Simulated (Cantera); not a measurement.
Feed: 1 mol CH4, 0.052 mol NH3, a varied amount of H2, equilibrated at 748 K and 0.210 bar.

Method: chemical equilibrium by Gibbs-energy minimisation in Cantera with the NASA 1993 tables (ideal gas, pure condensed phases). Candidate condensed phases: C, C6H6, C7H8, C8H18; 92 gas species. Kinetics and transport are ignored.

x: gas mole fraction; nothing condenses.

```tsv
n(H2) (mol)	x H2	x CH4	x N2	x NH3
10	0.908	0.0901	0.00232	?
14	0.932	0.0662	0.00170	?
19	0.949	0.0497	0.00128	?
26	0.962	0.0369	0.000943	?
36	0.972	0.0270	0.000687	?
49	0.980	0.0200	0.000507	?
67	0.985	0.0147	0.000371	?
92	0.989	0.0107	0.000270	?
```

Some entries are withheld; supply them.


- 10, x NH3: 4.57e-5
- 14, x NH3: 4.07e-5
- 19, x NH3: 3.62e-5
- 26, x NH3: 3.18e-5
- 36, x NH3: 2.76e-5
- 49, x NH3: 2.40e-5
- 67, x NH3: 2.07e-5
- 92, x NH3: 1.77e-5
